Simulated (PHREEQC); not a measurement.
## Brine (model solution)

Dissolve 1.5 mol/kgw Na2CO3 and 0.061 mol/kgw KCl at 25 °C. Closed to the air; pH follows from the charge balance.

Computed with PHREEQC (Pitzer model, pitzer.dat).

Each row changes one thing in this solution. No solid was allowed to form.

| case | pH | ionic strength (mol/kgw) | SI of Halite (NaCl) | SI of Sylvite (KCl) |
|---|---|---|---|---|
| as made | 11.80 | 4.55 | -2.92 | -3.81 |
| Na2CO3 replaced by NaCl at the same molality | 6.83 | 1.56 | -1.58 | -2.36 |
| Na2CO3 from 1.5 to 1.35 mol/kgw | 11.78 | 4.10 | -2.96 | -3.83 |
| temperature from 25 to 20 °C | 11.90 | 4.55 | -2.92 | -3.77 |
| diluted 5-fold with water | ? | 0.907 | -4.17 | -5.16 |
| KCl from 0.061 to 0.0305 mol/kgw | 11.80 | 4.52 | -3.22 | ? |

Q: Some entries are withheld; supply them.

A: 
- diluted 5-fold with water, pH: 11.49
- KCl from 0.061 to 0.0305 mol/kgw, SI of Sylvite (KCl): -4.42

In brines, pH and single-ion activities rest on the MacInnes convention.
